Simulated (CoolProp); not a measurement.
Acetone along the isobar 10.2 bar: density (kg/m³) from the reference equation and from simpler models built on Tc = 508.1 K, pc = 46.92 bar, ω = 0.307; each cubic takes its own stable root.

Values from CoolProp's reference Helmholtz-energy equation of state, Lemmon 2006. It is a short technical equation, of lower accuracy than the large ones.

```
T (K)   phase  reference  van der Waals  Redlich-Kwong  Peng-Robinson
-----  ------  ---------  -------------  -------------  -------------
377.6  liquid      689.1          22.21          509.4          608.8
389.9  liquid      671.8          21.19          493.2          591.7
402.3  liquid      653.3          20.28          21.20     (withheld)
414.6  liquid      633.5          19.46          20.19          551.9
426.9     gas      20.60          18.71          19.30     (withheld)
439.2     gas      19.44          18.03          18.51          18.93
451.5     gas      18.48          17.40          17.79          18.13
463.8     gas      17.65          16.82          17.14          17.42
476.1     gas      16.94          16.29          16.55          16.77
488.4     gas      16.30          15.79          16.00          16.19
500.8     gas      15.72     (withheld)          15.49          15.64
513.1     gas      15.20          14.88          15.02          15.15
525.4     gas      14.72          14.47          14.58          14.68
537.7     gas      14.28          14.08          14.18          14.26
550       gas      13.88          13.72          13.79          13.86
```

### Question
Some entries are withheld; supply them.

### Answer

- 402.3, Peng-Robinson: 572.8
- 426.9, Peng-Robinson: 19.82
- 500.8, van der Waals: 15.32

At some of these states van der Waals, Redlich-Kwong gives the other phase, because its saturation line lies elsewhere.
